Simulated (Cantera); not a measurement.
Feed: 1 mol TiO₂, 0.52 mol CH₄, 14 mol H₂, held at 1577 °C and 0.000700 bar.

Cantera equilibrium calculation (NASA polynomials, part measured and part estimated; ideal gas, pure solids and liquids). Candidate condensed phases: C, C₆H₆, C₇H₈, C₈H₁₈, H₂O, Ti, TiC, TiO, TiO₂, Ti₂O₃, Ti₃O₅, Ti₄O₇; 113 gas species. Mutual solubility and eutectic melting of coexisting phases are not modelled. TiO: taken at fixed stoichiometry. Rates play no part.

Base state: H₂ 0.947, CO 0.0331, H 0.0198, H₂O 0.000117, TiO 6.74e-5 (mole fractions); condensed: TiO(s) + Ti₂O₃(s).

Task: What changes in the equilibrium state with this change: TiO₂ replaced by Fe₃O₄?

Result: 
```json
[
 {"species": "H₂", "before": "0.947", "after": "0.669"},
 {"species": "H₂O", "before": "0.000117", "after": "0.200"},
 {"species": "Fe", "before": "0", "after": "0.0836"},
 {"species": "H", "before": "0.0198", "after": "0.0166"},
 {"species": "CO", "before": "0.0331", "after": "0.0282"},
 {"species": "TiO", "before": "6.74e-5", "after": "0"},
 {"species": "FeO", "before": "0", "after": "0.000338"},
 {"species": "Fe(OH)₂", "before": "0", "after": "2.48e-5"},
 {"species": "CO₂", "before": "1.02e-6", "after": "0.00210"},
 {"species": "OH", "before": "1.82e-7", "after": "0.000368"},
 {"species": "TiO(s), mol", "before": "0.0425", "after": "0"},
 {"species": "Ti₂O₃(s), mol", "before": "0.478", "after": "0"},
 {"species": "Fe(l), mol", "before": "0", "after": "1.56"}
]
```
Further candidate phases: Fe, Fe(CO)₅, FeO, Fe(OH)₂, Fe(OH)₃, Fe₂O₃, Fe₃O₄.
